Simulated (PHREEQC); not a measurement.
Polishing slurry liquid: speciation

Dissolve 0.023 mol/kgw HNO3, 0.00064 mol/kgw Fe(NO3)3 and 0.21 mol/kgw H3BO3 at 25 °C. Closed to the air; pH follows from the charge balance.

All values are PHREEQC results (ion-association model, phreeqc.dat), not measurements.

Each row changes one thing in this solution. Precipitation was switched off in this run.

```
case                                         pH  ionic strength (mol/kgw)  Fe+3 (mol/kgw)  FeOH+2 (mol/kgw)  Fe(OH)2+ (mol/kgw)  Fe2(OH)2+4 (mol/kgw)  SI of Goethite (FeOOH)  SI of Hematite (Fe2O3)
-----------------------------------------  ----  ------------------------  --------------  ----------------  ------------------  --------------------  ----------------------  ----------------------
as made                                    1.69                    0.0266        0.000540           9.77e-5             1.00e-6               9.21e-7                   +2.30                   +6.61
diluted 100-fold with water                3.63                  0.000252         1.08e-7           2.70e-6             3.59e-6              2.27e-10                   +4.85                  +11.70
0.0026 mol/kgw LiOH added                  1.74                    0.0266        0.000529          0.000108             1.25e-6               1.12e-6                   +2.45                     ___
Fe(NO3)3 from 0.00064 to 0.000576 mol/kgw  1.69                    0.0263        0.000485               ___             9.09e-7               7.44e-7                   +2.26                   +6.52
temperature from 25 to 50 °C               1.69                    0.0263        0.000373               ___             6.19e-6                   ___                   +2.94                   +7.99
Fe(NO3)3 from 0.00064 to 0.000128 mol/kgw  1.69                    0.0237        0.000108           1.99e-5             2.08e-7               3.59e-8                   +1.62                   +5.25
Fe(NO3)3 from 0.00064 to 0.000704 mol/kgw  1.69                    0.0270        0.000593          0.000107                 ___               1.12e-6                   +2.34                   +6.69
```

Q: Fill in the missing entries.

A: 
- 0.0026 mol/kgw LiOH added, SI of Hematite (Fe2O3): +6.90
- Fe(NO3)3 from 0.00064 to 0.000576 mol/kgw, FeOH+2 (mol/kgw): 8.81e-5
- temperature from 25 to 50 °C, FeOH+2 (mol/kgw): 0.000256
- temperature from 25 to 50 °C, Fe2(OH)2+4 (mol/kgw): 2.59e-6
- Fe(NO3)3 from 0.00064 to 0.000704 mol/kgw, Fe(OH)2+ (mol/kgw): 1.10e-6

Some of these states are supersaturated (in Hematite (slow to form), Goethite (slow to form), for instance). Away from 25 °C the constants follow the database's enthalpies or fits; those with neither stay at their 25 °C values.
